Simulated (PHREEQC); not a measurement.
Model water analysis in mg/kgw, 25 °C, pH 3.85, pe 9.7: Na 387; K 42.2; Ca 767; Mg 11.3; Cl 265; S(6) as SO4 2670; Fe(3) 162.

Valence states are taken as typed.

Computed with PHREEQC (ion-association model, phreeqc.dat).

```json
{
 "ionic_strength": "0.0807 mol/kgw",
 "density": "1.001 g/cm³",
 "total_alkalinity": "-3.07 meq/kg",
 "charge_balance_error": "0.0 %"
}
```

```csv
species,molality,activity,log γ
SO4-2,0.0191,0.00762,-0.398
Na+,0.0162,0.0129,-0.098
Ca+2,0.0123,0.00511,-0.382
Cl-,0.00747,0.00584,-0.107
CaSO4,0.00681,0.00694,0.008
K+,0.00103,0.000800,-0.108
Fe(OH)2+,0.000853,0.000683,-0.096
FeOH+2,0.000724,0.000292,-0.395
FeSO4+,0.000671,0.000534,-0.099
NaSO4-,0.000617,0.000494,-0.096
Mg+2,0.000265,0.000114,-0.367
MgSO4,0.000200,0.000204,0.008
H+,0.000169,0.000141,-0.079
HSO4-,0.000132,0.000105,-0.100
Fe(SO4)2-,0.000112,8.91e-5,-0.100
```

This is a speciation only: nothing precipitates in the calculation. Saturation is exceeded, for instance for Jarosite-K, Fe(OH)3(a); the values hold only as long as no solid forms.
